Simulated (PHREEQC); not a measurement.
# Buffer

Consider water at 25 °C with 26 mmol/kgw H3BO3, 0.12 mmol/kgw KOH and 1.3 mmol/kgw LiCl. It is in equilibrium with CO2 at log p = -1 (atm). Otherwise closed; pH follows from the charge balance.

All values are PHREEQC results (ion-association model, phreeqc.dat), not measurements.

```yaml
pH: 4.92
ionic_strength: 0.00143 mol/kgw
specific_conductance: 163 µS/cm
total_alkalinity: 0.120 meq/kg
```

| species | molality | activity | log γ |
|---|---|---|---|
| H3BO3 | 0.0260 | 0.0260 | 0.000 |
| CO2 | 0.00340 | 0.00340 | 0.000 |
| Cl- | 0.00130 | 0.00125 | -0.018 |
| Li+ | 0.00130 | 0.00125 | -0.018 |
| HCO3- | 0.000131 | 0.000126 | -0.018 |
| K+ | 0.000120 | 0.000115 | -0.018 |
| H+ | 1.25e-5 | 1.20e-5 | -0.017 |
| H2BO3- | 1.30e-6 | 1.25e-6 | -0.018 |
| (CO2)2 | 2.12e-7 | 2.12e-7 | 0.000 |

Precipitation was switched off in this run.
